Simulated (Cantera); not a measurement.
An adiabatic, constant-volume homogeneous reactor starts with H₂ : O₂ : N₂ = 1 : 0.781 : 2.94 (molar parts), equivalence ratio 0.64, at 1525 K and 5400 Torr. Integrator tolerance rtol = 1e-08.

Detailed kinetics in Cantera: the H2/O2 subset of GRI-Mech 3.0, which has no nitrogen chemistry. The hydrogen kinetics of GRI-Mech 3.0 are dated; newer H2 mechanisms differ, most at raised pressure.

What does this change do: H2 1 to 0.31 parts?


```csv
quantity,before,after
time of steepest temperature rise,1.81 µs,2.60 µs
temperature at 0.400 s,2997 K,2186 K
equilibrium temperature,2997 K,2186 K
x(H₂) at 0.400 s,0.0104 (gas-phase equilibrium 0.0104),6.56e-5 (gas-phase equilibrium 6.56e-5)
x(O₂) at 0.400 s,0.0604 (gas-phase equilibrium 0.0604),0.161 (gas-phase equilibrium 0.161)
x(H₂O₂) at 0.400 s,3.12e-6 (gas-phase equilibrium 3.12e-6),3.25e-7 (gas-phase equilibrium 3.25e-7)
x(H₂O) at 0.400 s,0.205 (gas-phase equilibrium 0.205),0.0787 (gas-phase equilibrium 0.0787)
x(OH) at 0.400 s,0.0292 (gas-phase equilibrium 0.0292),0.00221 (gas-phase equilibrium 0.00221)
```

What does this change do: initial temperature 1525 to 1773 K?


```tsv
quantity	before	after
time of steepest temperature rise	1.81 µs	0.918 µs
temperature at 0.400 s	2997 K	3096 K
equilibrium temperature	2997 K	3096 K
x(H₂) at 0.400 s	0.0104 (gas-phase equilibrium 0.0104)	0.0145 (gas-phase equilibrium 0.0145)
x(O₂) at 0.400 s	0.0604 (gas-phase equilibrium 0.0604)	0.0593 (gas-phase equilibrium 0.0593)
x(H₂O₂) at 0.400 s	3.12e-6 (gas-phase equilibrium 3.12e-6)	3.20e-6 (gas-phase equilibrium 3.20e-6)
x(H₂O) at 0.400 s	0.205 (gas-phase equilibrium 0.205)	0.194 (gas-phase equilibrium 0.194)
x(OH) at 0.400 s	0.0292 (gas-phase equilibrium 0.0292)	0.0358 (gas-phase equilibrium 0.0358)
```
Above 3000 K some thermodynamic fits are extrapolated.
